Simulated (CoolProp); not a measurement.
A simple Rankine cycle with n-perfluoropentane: condensing at 313.15 K, boiler at 0.831 MPa, turbine inlet 381.5 K, turbine efficiency 0.85, pump efficiency 0.8, no recuperator. Each further row changes one setting.

Model: reference Helmholtz-energy equation of state, Gao 2022, in CoolProp.

| case | thermal efficiency (%) | net work (kJ/kg) | heat in (kJ/kg) | turbine exit temperature (K) | volume ratio over the turbine |
|---|---|---|---|---|---|
| as stated | 9.5 | 13.2 | 139 | 357.2 | 6.70 |
| turbine inlet 401.5 K | 9.0 | 14.3 | 160 | 378.3 | 6.33 |
| condensing temperature 305.15 K | 10.5 | 15.4 | 148 | 354.2 | 8.86 |
| boiler pressure 0.582 MPa | 7.7 | 11.0 | 143 | 363.9 | 4.28 |
| turbine efficiency 0.75 | 8.3 | 11.5 | 139 | 359.0 | 6.74 |
